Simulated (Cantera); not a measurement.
A freely propagating, adiabatic, planar premixed flame of H2 : O2 : N2 = 1 : 0.5 : 1.88 (molar parts), unburnt at 625 K and 26000 Pa; mixture-averaged transport, grid criteria slope 0.08 and curve 0.16, no radiation.

Model: the H2/O2 subset of GRI-Mech 3.0, which has no nitrogen chemistry, integrated in Cantera. Burning velocities carry a grid error of a few per cent, more on coarse grids.

Q: Predict: laminar burning velocity; thermal thickness; peak x(HO2); peak x(OH); peak x(H2O2).

A: 
| Property | Result |
|---|---|
| laminar burning velocity | 701 cm/s |
| thermal thickness | 2.76 mm |
| peak x(HO2) | 8.56e-5 |
| peak x(OH) | 0.0197 |
| peak x(H2O2) | 1.78e-6 |
